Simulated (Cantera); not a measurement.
Input: 1 mol BF₃, 0.36 mol O₂, 48 mol H₂, held at 1600 K.

Equilibrium computed with Cantera from the NASA thermochemical tables; the gas is ideal and each condensed phase is pure. Candidate condensed phases: B, B₂O₃, B₃O₃H₃, H₂O; 43 gas species. The tables' values for BF₂ are old estimates; treat these amounts as uncertain. Gases not in the tables: H₃BO₃. Equilibrium is a limit: real reactors are often held back by kinetics, nucleation or transport.

x: gas mole fraction; nothing condenses.

| P (Pa) | x H₂ | x HF | x BOF | x BF₃ | x H | x H₂O | x BF |
|---|---|---|---|---|---|---|---|
| 10 | 0.941 | 0.0337 | 0.0143 | 0.00246 | 0.00527 | 1.85e-6 | 0.00161 |
| 28 | 0.945 | 0.0321 | 0.0143 | 0.00337 | 0.00316 | 3.44e-6 | 0.000872 |
| 77 | 0.947 | 0.0310 | 0.0143 | 0.00410 | 0.00191 | 7.25e-6 | 0.000415 |
| 220 | 0.949 | 0.0302 | 0.0143 | 0.00463 | [?] | [?] | [?] |
| 600 | 0.949 | 0.0298 | 0.0143 | 0.00496 | 0.000684 | 4.30e-5 | 7.00e-5 |
| 1700 | 0.950 | 0.0294 | 0.0142 | 0.00523 | 0.000406 | 0.000112 | 2.67e-5 |
| 4600 | 0.950 | 0.0290 | 0.0140 | 0.00551 | 0.000247 | 0.000275 | 1.07e-5 |
| 13000 | 0.951 | 0.0281 | 0.0135 | [?] | [?] | [?] | [?] |
| 36000 | 0.952 | 0.0267 | 0.0125 | 0.00678 | 8.84e-5 | 0.00134 | 1.99e-6 |
| 100000 | 0.953 | 0.0245 | 0.0111 | 0.00792 | 5.31e-5 | 0.00238 | 9.92e-7 |

Complete the blanks.


- 220, x H: 0.00113
- 220, x H₂O: 1.75e-5
- 220, x BF: 0.000173
- 13000, x BF₃: 0.00599
- 13000, x H: 0.000147
- 13000, x H₂O: 0.000650
- 13000, x BF: 4.38e-6
